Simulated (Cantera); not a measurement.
# Thermodynamics of calcination and drying, feed Mg(OH)2 + C + O2

A closed system holds: 1 mol Mg(OH)2, 1.1 mol C, 0.6 mol O2, equilibrated at 775 °C and 28.0 Pa.

These are equilibrium values from Cantera (NASA tables, ideal gas, pure condensed phases), not measurements of a reactor. Candidate condensed phases: C, C6H6, C7H8, C8H18, H2O, Mg, MgCO3, MgO, Mg(OH)2; 116 gas species. Rates play no part.

The x(CO2) comes out as 0.285. The x(CO) comes out as 0.239. The x(H2O) comes out as 0.239. The x(H2) comes out as 0.237. The n(MgO(s)) is 1.00 mol, the gas amount is 2.100 mol and the log10 activity of C(graphite) (absent) is -4.91. The log10 activity of Mg(l) (absent) is -14.83.
